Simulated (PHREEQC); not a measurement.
Synthetic water in mmol/kgw, 25 °C, pH 6.68, pe 8.7:

```
constituent           mmol/kgw
--------------------  --------
Na                         2.4
K                         19.8
Ca                        1.23
Mg                       0.162
Cl                        12.1
S(6)                      2.94
Alkalinity (meq/kgw)      5.59
N(5)                      0.36
Zn                      0.0787
Cd                     0.00853
Si                      0.0217
```

Valence states are taken as typed.

Equilibrium calculation in PHREEQC: ion-association model, wateq4f.dat.

No solid was allowed to form.

### Question
Order these S species by the share of S that they hold, largest first: MgSO4, NaSO4-, CaSO4, KSO4-, SO4-2.

### Answer
SO4-2 (87 %), KSO4- (6.4 %), CaSO4 (5.3 %), MgSO4 (0.81 %), NaSO4- (0.56 %)

### Question
Order these Ca species by the share of Ca that they hold, largest first: CaHCO3+, CaSO4, Ca+2.

### Answer
Ca+2 (84 %), CaSO4 (13 %), CaHCO3+ (3.2 %)

The pH is 6.68 and the ionic strength 0.0277 mol/kgw. Saturation is exceeded, for instance for Otavite; the values hold only as long as no solid forms. The database's zinc carbonate complexes are estimates, stronger than later reviews accept.
